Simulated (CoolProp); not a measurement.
Vapour-liquid equilibrium of R22 (1) + benzene (2) at 59.55 °C; x and y are mole fractions of (1).

Computed with CoolProp (multi-fluid Helmholtz-energy mixture model, Kamei 1995 and Thol 2012; pair parameters Bell 2016).

Q: Give the bubble pressure and the first vapour's composition at x = 0.05, 0.35, 0.65. Is there an azeotrope?

A: x = 0.05: 0.1764 MPa, y = 0.710; x = 0.35: 0.7964 MPa, y = 0.943; x = 0.65: 1.437 MPa, y = 0.976. No azeotrope shows between x = 0.05 and 0.95.

The pair parameters rest on a limited set of measurements; away from them the model extrapolates. The gap from Raoult's law changes sign with composition, which may be real or a fault of the pair parameters; it wasn't checked against measurements.
